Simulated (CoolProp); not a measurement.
Saturation properties of oxygen.

Computed with CoolProp (reference Helmholtz-energy equation of state, Schmidt 1985).

| T (°C) | p (MPa) | enthalpy of vaporisation (kJ/kg) | vapour Z |
|---|---|---|---|
| -181.95 | 0.1125 | 212.1 | 0.9654 |
| -176.65 | 0.1872 | 206.5 | 0.9500 |
| -171.35 | 0.2946 | 200.5 | 0.9308 |
| -166.05 | 0.4425 | 193.7 | 0.9077 |
| -160.75 | 0.6389 | 186.2 | 0.8806 |
| -155.55 | 0.8870 | 177.9 | 0.8498 |
| -150.25 | 1.205 | 168.3 | 0.8138 |
| -144.95 | 1.597 | 157.3 | 0.7727 |
| -139.65 | 2.074 | 144.4 | 0.7254 |
| -134.45 | 2.633 | 129.4 | 0.6714 |

It boils at -183.0 °C under 1 atm.
